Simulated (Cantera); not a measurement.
Charge: 1 mol Si, 1.4 mol N2O, 34 mol N2, at 0.980 Pa.

Cantera equilibrium calculation (NASA polynomials, part measured and part estimated; ideal gas, pure solids and liquids). Candidate condensed phases: Si, SiO2, Si2N2O, Si3N4; 16 gas species. Mutual solubility and eutectic melting of coexisting phases are not modelled. The tables hold silica as quartz up to 1696 K and as liquid above; real silica turns to tridymite and cristobalite and melts near 1996 K. Rates play no part.

Task: Which condensed phases are stable at each of these points (T (°C)): 852, 1002, 1152, 1302, 1452, 1602, 1752, 1902?

Result: 
```
T (°C)            condensed phases  Si condensed (%)
------  --------------------------  ----------------
852     SiO2(β-quartz) + Si2N2O(s)              99.9
1002    SiO2(β-quartz) + Si2N2O(s)              69.5
1152                SiO2(β-quartz)              40.0
1302                SiO2(β-quartz)              40.0
1452               SiO2(condensed)              34.0
1602                      gas only               0.0
1752                      gas only               0.0
1902                      gas only               0.0
```

From 852 °C to 1002 °C the condensed part is SiO2(β-quartz) + Si2N2O(s). From 1152 °C to 1302 °C the condensed part is SiO2(β-quartz). At 1452 °C the condensed part is SiO2(condensed). From 1602 °C to 1902 °C nothing is condensed.
